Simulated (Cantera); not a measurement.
## Transport properties of process gases

Gas mixture: 34.6 % C2H4, 8.65 % H2, 33.6 % NH3, 23.2 % CO, at 101000 Pa, frozen composition.

Cantera's kinetic-theory transport with the Lennard-Jones parameters of GRI-Mech 3.0, ideal gas; thermal conductivity in the multicomponent form. Polar gases are described roughly by these parameters. The composition is frozen, though it would react at the higher temperatures.

| T (K) | ρ (kg/m³) | cp (J/kg/K) | μ (µPa s) | λ (mW/m/K) | Pr | D (cm²/s) N2 | D (cm²/s) CH4 | D (cm²/s) OH |
|---|---|---|---|---|---|---|---|---|
| 400 | 0.673 | 1835 | 15.6 | 44.9 | 0.637 | 0.346 | 0.363 | 0.526 |
| 600 | 0.449 | 2234 | 22.2 | 74.5 | 0.664 | 0.709 | 0.754 | 1.07 |
| 800 | 0.337 | 2544 | 28.0 | 105 | 0.678 | 1.16 | 1.25 | 1.75 |
| 1000 | 0.269 | 2799 | 33.2 | 135 | 0.686 | 1.70 | 1.83 | 2.56 |
| 1200 | 0.224 | 2999 | 38.0 | 165 | 0.690 | 2.31 | 2.50 | 3.47 |
| 1400 | 0.192 | 3160 | 42.5 | 194 | 0.692 | 3.00 | 3.24 | 4.50 |
| 1600 | 0.168 | 3290 | 46.7 | 222 | 0.693 | 3.75 | 4.05 | 5.62 |
| 1800 | 0.150 | 3394 | 50.6 | 248 | 0.693 | 4.56 | 4.94 | 6.83 |
D: mixture-averaged diffusion coefficient of that species in the mixture.
